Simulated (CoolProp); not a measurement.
Octamethyltrisiloxane (MDM) along the isobar 0.101 MPa: density (kg/m³) from the reference equation and from simpler models built on Tc = 292.2 °C, pc = 1.438 MPa, ω = 0.528; each cubic takes its own stable root.

Model: reference Helmholtz-energy equation of state, Thol 2017, in CoolProp.

| T (°C) | phase | reference |
|---|---|---|
| 209.65 | gas | 6.229 |
| 222.75 | gas | 6.036 |
| 235.95 | gas | 5.855 |
| 249.15 | gas | 5.687 |
| 262.35 | gas | 5.529 |
| 275.45 | gas | 5.382 |
| 288.65 | gas | 5.243 |
| 301.85 | gas | 5.111 |

Question: How far does each simpler model (van der Waals, Redlich-Kwong, Soave-Redlich-Kwong, Peng-Robinson) lie from the reference over these 8 states: mean and median of the absolute difference, and the worst?

Answer: 
- van der Waals: mean 0.7 %, median 0.6 %, worst -1.4 % at 209.65 °C and 0.101 MPa
- Redlich-Kwong: mean 0.2 %, median 0.2 %, worst -0.6 % at 209.65 °C and 0.101 MPa
- Soave-Redlich-Kwong: mean 0.0 %, median 0.0 %, worst -0.1 % at 209.65 °C and 0.101 MPa
- Peng-Robinson: mean 0.3 %, median 0.3 %, worst +0.3 % at 262.35 °C and 0.101 MPa
